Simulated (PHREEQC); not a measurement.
Solution (20 °C): 0.021 mol/kgw CuCl2, 0.019 mol/kgw H2SO4 and 0.11 mol/kgw Na2SO4. Closed to the air; pH follows from the charge balance.

Computed with PHREEQC (ion-association model, wateq4f.dat).

Precipitation was switched off in this run.

Problem. Order these S species by the share of S that they hold, largest first: CuSO4, SO4-2, HSO4-, NaSO4-.

Solution. SO4-2 (59 %), HSO4- (19 %), NaSO4- (14 %), CuSO4 (8.0 %)

The pH is 1.98 and the ionic strength 0.323 mol/kgw.
